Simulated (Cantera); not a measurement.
Moist CO burnout

An isothermal, constant-pressure homogeneous reactor starts with 0.245 % CO, 0.817 % O₂, 8.17 % H₂O, 90.8 % N₂, at 1250 K and 100.0 Torr.

Computed with Cantera and GRI-Mech 3.0 (53 species, 325 reactions).

| t (s) | x CO | x O₂ | x H₂O | x H₂ | x O | x CO₂ | x H |
|---|---|---|---|---|---|---|---|
| 0.000700 | 0.00245 | 0.00817 | 0.0817 | 2.16e-11 | 1.07e-10 | 2.71e-10 | 3.22e-11 |
| 0.00144 | 0.00245 | 0.00817 | 0.0817 | 1.67e-10 | 1.82e-10 | 8.41e-10 | 1.15e-10 |
| 0.00297 | 0.00245 | 0.00817 | 0.0817 | 1.27e-9 | 4.52e-10 | 3.72e-9 | 4.48e-10 |
| 0.00613 | 0.00245 | 0.00817 | 0.0817 | 1.37e-8 | 2.59e-9 | 3.10e-8 | 3.08e-9 |
| 0.0126 | 0.00245 | 0.00817 | 0.0817 | 5.40e-7 | 8.54e-8 | 1.14e-6 | 1.05e-7 |
| 0.0261 | 0.00191 | 0.00797 | 0.0813 | 0.000246 | 5.16e-5 | 0.000541 | 7.44e-5 |
| 0.0537 | 0.000116 | 0.00721 | 0.0810 | 0.000552 | 9.49e-5 | 0.00234 | 0.000180 |
| 0.111 | 1.13e-5 | 0.00699 | 0.0815 | 0.000159 | 2.60e-5 | 0.00244 | 2.69e-5 |
| 0.228 | 2.54e-6 | 0.00695 | 0.0817 | 3.84e-5 | 6.25e-6 | 0.00245 | 3.20e-6 |
| 0.471 | 6.37e-7 | 0.00695 | 0.0818 | 1.02e-5 | 1.67e-6 | 0.00245 | 4.41e-7 |
| 0.970 | 1.82e-7 | 0.00695 | 0.0818 | 3.14e-6 | 5.27e-7 | 0.00245 | 7.72e-8 |
| 2.00 | 6.12e-8 | 0.00695 | 0.0818 | 1.13e-6 | 1.93e-7 | 0.00245 | 1.69e-8 |
x: mole fraction; the columns are a selection and need not sum to one.

Equilibrium at this temperature and pressure: CO 4.39e-9, O₂ 0.00692, H₂O 0.0818, H₂ 9.35e-8, O 1.59e-8, CO₂ 0.00245, H 4.07e-10 (gas phase only).
